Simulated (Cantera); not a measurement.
Input: 1 mol SiHCl3, 62 mol N2, 5.6 mol NH3, at 1425 K and 10.0 Torr.

Method: chemical equilibrium by Gibbs-energy minimisation in Cantera with the NASA 1993 tables (ideal gas, pure condensed phases). Candidate condensed phases: NH4Cl, Si, Si3N4; 28 gas species. The tables' values for SiCl3 are old estimates; treat these amounts as uncertain. Kinetics and transport are ignored.

Base state: N2 0.861, H2 0.0997, HCl 0.0393, SiCl2 0.000426, SiCl3 2.54e-5, H 1.87e-5 (mole fractions); condensed: Si3N4(s).

Problem. What changes in the equilibrium state with this change: temperature from 1425 K to 1525 K?

Solution. 
```tsv
species	before	after
N2	0.861	0.861
H2	0.0997	0.101
HCl	0.0393	0.0369
SiCl2	0.000426	0.00157
H	1.87e-5	6.50e-5
Cl	6.02e-6	1.91e-5
SiCl3	2.54e-5	4.48e-5
Si3N4(s), mol	0.322	0.293
```
